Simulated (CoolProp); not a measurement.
Vapour-liquid equilibrium of CHF3 (R23) (1) + R152A (2) at -50.45 °C; x and y are mole fractions of (1).

The numbers come from the multi-fluid Helmholtz-energy mixture model, Penoncello 2003 and Outcalt 1996; pair parameters Bell 2016 in CoolProp.

Give the bubble pressure and the first vapour's composition at x = 0.05, 0.2, 0.8. Is there an azeotrope?

x = 0.05: 0.04477 MPa, y = 0.427; x = 0.2: 0.1029 MPa, y = 0.784; x = 0.8: 0.3729 MPa, y = 0.983. No azeotrope shows between x = 0.05 and 0.95.

The pair parameters rest on a limited set of measurements; away from them the model extrapolates.
